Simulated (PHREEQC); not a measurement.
1 kg of water holding 13 mmol/kgw K2CO3, 5.4 mmol/kgw K2SO4, 5.2 mmol/kgw KCl and 92 mmol/kgw KHCO3 is evaporated at 5 °C; the solids stay in contact with the brine. CO2 is held at log p = -3.4 (atm). Only these solids could form: Arcanite, Kalicinite, Misenite, Sylvite.

Computed with PHREEQC (Pitzer model, pitzer.dat).

Predict ionic strength at water left (kg) = 0.2538, 0.06482, 0.02475, 0.02046, 0.01694.


```tsv
water left (kg)	ionic strength
0.2538	0.708
0.06482	2.90
0.02475	7.21
0.02046	8.63
0.01694	10.3
```

At this temperature some constants are extrapolated from 25 °C, and those without enthalpy data are left unchanged.
